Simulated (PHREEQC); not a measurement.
1 kg of water holding 45 mmol/kgw NaCl meets 20 L of dry gas (CO2 0.82, H2 0.18 by moles) at fixed total pressure, at 60 °C; fugacities by Peng-Robinson. The gases take part in no redox reaction, some water evaporates into the gas, and hydrates or a liquid gas phase aren't modelled. Nothing may precipitate in this run.

The numbers come from PHREEQC with the ion-association model, phreeqc.dat.

### Question
Predict dissolved CO2 (all carbonate carbon) (mol/kgw), φ of CO2 at P (atm) = 5, 75.

### Answer
```json
[
 {"P (atm)": "5", "dissolved CO2 (all carbonate carbon) (mol/kgw)": "0.0628", "φ of CO2": "0.981"},
 {"P (atm)": "75", "dissolved CO2 (all carbonate carbon) (mol/kgw)": "0.713", "φ of CO2": "0.743"}
]
```

Species that the database lacks are ignored. At this temperature some constants are extrapolated from 25 °C, and those without enthalpy data are left unchanged.
